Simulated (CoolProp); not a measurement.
Values from CoolProp's reference Helmholtz-energy equation of state, Thol 2018.

Give the vapour pressure (bar), liquid density (kg/m³), vapour density (kg/m³) of saturated hydrogen chloride at 265.4 K.


| T (K) | p (bar) | liquid density (kg/m³) | vapour density (kg/m³) |
|---|---|---|---|
| 265.4 | 21.0 | 958 | 44.6 |
